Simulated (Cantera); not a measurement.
Thermodynamics of calcination and drying, feed MgSO4 + H2 + O2

Feed: 1 mol MgSO4, 0.45 mol H2, 9 mol O2, at 27.0 Pa.

Method: chemical equilibrium by Gibbs-energy minimisation in Cantera with the NASA 1993 tables (ideal gas, pure condensed phases). Candidate condensed phases: H2O, H2SO4, Mg, MgO, Mg(OH)2, MgS, MgSO4, S; 26 gas species. Equilibrium is a limit: real reactors are often held back by kinetics, nucleation or transport.

From 227 °C to 477 °C the condensed part is MgSO4(s). From 527 °C to 677 °C the condensed part is MgO(s) + MgSO4(s). From 727 °C to 827 °C the condensed part is MgO(s).

| T (°C) | log p O2 | log p SO2 | log p H2O | log p SO3 | log p OH | log p O | log p H2 | n MgSO4(s) | n MgO(s) |
|---|---|---|---|---|---|---|---|---|---|
| 227 | -3.59 | <-15 | -4.88 | <-15 | <-15 | <-15 | <-15 | 1.00 | 0 |
| 277 | -3.59 | <-15 | -4.88 | <-15 | <-15 | <-15 | <-15 | 1.00 | 0 |
| 327 | -3.59 | <-15 | -4.88 | -15.12 | -15.25 | <-15 | <-15 | 1.00 | 0 |
| 377 | -3.59 | -14.44 | -4.88 | -13.21 | -14.17 | <-15 | <-15 | 1.00 | 0 |
| 427 | -3.59 | -12.25 | -4.88 | -11.58 | -13.24 | <-15 | <-15 | 1.00 | 0 |
| 477 | -3.59 | -10.35 | -4.88 | -10.18 | -12.43 | <-15 | <-15 | 1.000 | 0 |
| 527 | -3.59 | -8.69 | -4.88 | -8.95 | -11.73 | -14.89 | <-15 | 1.000 | 0.000108 |
| 577 | -3.59 | -7.23 | -4.88 | -7.87 | -11.10 | -13.93 | -15.42 | 0.998 | 0.00247 |
| 627 | -3.59 | -5.94 | -4.88 | -6.91 | -10.55 | -13.07 | -14.58 | 0.956 | 0.0438 |
| 677 | -3.62 | -4.77 | -4.92 | -6.06 | -10.08 | -12.31 | -13.85 | 0.329 | 0.671 |
| 727 | -3.63 | -4.61 | -4.95 | -6.17 | -9.65 | -11.62 | -13.19 | 0 | 1.00 |
| 777 | -3.63 | -4.61 | -4.95 | -6.41 | -9.25 | -10.99 | -12.57 | 0 | 1.00 |
| 827 | -3.63 | -4.60 | -4.95 | -6.62 | -8.88 | -10.42 | -12.01 | 0 | 1.00 |
log p: log10 of the partial pressure in bar; n: condensed amount in mol.
